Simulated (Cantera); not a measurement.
Cantera run, input and output.

```python
import numpy as np
import cantera as ct

gas = ct.Solution("gri30.yaml", transport_model="multicomponent")
show = ['H2', 'OH', 'CO2']

rows = []
print(f"{'T/K':>7s}{'rho':>11s}{'cp':>10s}{'mu':>11s}{'lambda':>11s}{'Pr':>7s}" + "".join(f"{'D_' + s:>11s}" for s in show))
for T in [400, 650, 900, 1150, 1400, 1650, 1900, 2150, 2400]:
    gas.TPX = T, 101325, {'H2O': 0.63, 'C2H6': 0.18, 'NH3': 0.64}
    Pr = gas.cp_mass * gas.viscosity / gas.thermal_conductivity
    D = [gas.mix_diff_coeffs_mole[gas.species_index(s)] for s in show]
    rows.append([gas.density, gas.cp_mass, gas.viscosity, gas.thermal_conductivity, Pr, *D])
    print(f"{T:7g}{gas.density:11.4e}{gas.cp_mass:10.1f}{gas.viscosity:11.4e}"
          f"{gas.thermal_conductivity:11.4e}{Pr:7.3f}" + "".join(f"{d:11.4e}" for d in D))
print("SI units: kg/m3, J/kg/K, Pa s, W/m/K, m2/s")
```

Result:

```
    T/K        rho        cp         mu     lambda     Pr       D_H2       D_OH      D_CO2
    400 5.8121e-01    2098.6 1.3707e-05 4.0362e-02  0.713 1.3205e-04 5.6952e-05 2.6598e-05
    650 3.5767e-01    2542.1 2.2256e-05 7.8228e-02  0.723 3.0859e-04 1.3583e-04 6.7421e-05
    900 2.5832e-01    2907.5 3.0246e-05 1.1997e-01  0.733 5.3726e-04 2.3862e-04 1.2236e-04
   1150 2.0216e-01    3225.5 3.7631e-05 1.6390e-01  0.741 8.1176e-04 3.6222e-04 1.8926e-04
   1400 1.6606e-01    3477.2 4.4475e-05 2.0740e-01  0.746 1.1281e-03 5.0468e-04 2.6677e-04
   1650 1.4090e-01    3678.9 5.0855e-05 2.4976e-01  0.749 1.4834e-03 6.6467e-04 3.5400e-04
   1900 1.2236e-01    3839.0 5.6836e-05 2.9043e-01  0.751 1.8756e-03 8.4122e-04 4.5034e-04
   2150 1.0813e-01    3965.1 6.2476e-05 3.2912e-01  0.753 2.3029e-03 1.0335e-03 5.5532e-04
   2400 9.6869e-02    4063.6 6.7821e-05 3.6573e-01  0.754 2.7639e-03 1.2411e-03 6.6862e-04
SI units: kg/m3, J/kg/K, Pa s, W/m/K, m2/s
```

Model: GRI-Mech 3.0 (53 species, 325 reactions), integrated in Cantera. Polar gases are described roughly by these parameters. The composition is frozen, though it would react at the higher temperatures.
